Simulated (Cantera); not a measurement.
A freely propagating, adiabatic, planar premixed flame of H2 : O2 : N2 = 1 : 0.862 : 3.24 (molar parts), unburnt at 398 K and 5.20 bar; mixture-averaged transport, grid criteria slope 0.08 and curve 0.16, no radiation.

Cantera simulation using the H2/O2 subset of GRI-Mech 3.0, which has no nitrogen chemistry; the numbers are that mechanism's predictions, not measurements. The hydrogen kinetics of GRI-Mech 3.0 are dated; newer H2 mechanisms differ, most at raised pressure. Burning velocities carry a grid error of a few per cent, more on coarse grids. Lean hydrogen flames are cellular in practice and burn faster than this planar one.

How do the results move with these cheaper or finer settings: unity-Lewis-number transport; multicomponent transport; multicomponent+Soret transport; grid criteria slope 0.5, curve 1; grid criteria slope 0.25, curve 0.5; grid criteria slope 0.03, curve 0.06?


```csv
setting,laminar burning velocity,thermal thickness,peak x(OH),peak x(H2O2),grid points
as above,59.8 cm/s,0.0834 mm,0.00437,0.000223,114
unity-Lewis-number transport,122 cm/s,0.0484 mm,0.00731,8.83e-5,105
multicomponent transport,61.3 cm/s,0.0815 mm,0.00443,0.000219,115
multicomponent+Soret transport,56.9 cm/s,0.0846 mm,0.00424,0.000218,115
"grid criteria slope 0.5, curve 1",57.0 cm/s,0.101 mm,0.00349,0.000249,33
"grid criteria slope 0.25, curve 0.5",56.9 cm/s,0.0905 mm,0.00396,0.000236,52
"grid criteria slope 0.03, curve 0.06",62.3 cm/s,0.0796 mm,0.00466,0.000215,248
```
The base run took about 1.3 core-seconds (a rough figure).
Unity Lewis numbers drop preferential diffusion, which matters most where H2 and H carry the flame; Soret adds thermal diffusion.
